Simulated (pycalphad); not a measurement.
## Phase fractions of Hf-1.55B (at.%)

Source of the numbers: pycalphad with the COST 507 light-alloy database (1999); pressure 1 atm. The data set is of 1999 and partly superseded. Amounts are mole fractions of atoms. Diffusion is slow at the low end, where real alloys seldom reach equilibrium.

| T (°C) | LIQUID | BCC_A2 | BM | HCP_A3 |
|---|---|---|---|---|
| 2227 | 1.000 | - | - | - |
| 2127 | 0.234 | 0.766 | - | - |
| 2027 | 0.105 | 0.895 | - | - |
| 1927 | 0.057 | 0.943 | - | - |
| 1827 | - | 0.985 | 0.015 | - |
| 1727 | - | - | 0.005 | 0.995 |
| 1627 | - | - | 0.010 | 0.990 |
| 1527 | - | - | 0.015 | 0.985 |
| 1427 | - | - | 0.019 | 0.981 |
| 1327 | - | - | 0.022 | 0.978 |
| 1227 | - | - | 0.025 | 0.975 |
| 1127 | - | - | 0.027 | 0.973 |
| 1027 | - | - | 0.028 | 0.972 |
| 927 | - | - | 0.029 | 0.971 |
| 827 | - | - | 0.030 | 0.970 |
| 727 | - | - | 0.031 | 0.969 |
| 627 | - | - | 0.031 | 0.969 |
| 527 | - | - | 0.031 | 0.969 |
| 427 | - | - | 0.031 | 0.969 |
| 327 | - | - | 0.031 | 0.969 |
| 227 | - | - | 0.031 | 0.969 |

Database names, with the compositions (at.%) that they take in these runs: BM: Hf 50 B 50. BCC_A2 is bcc; HCP_A3 is hcp.
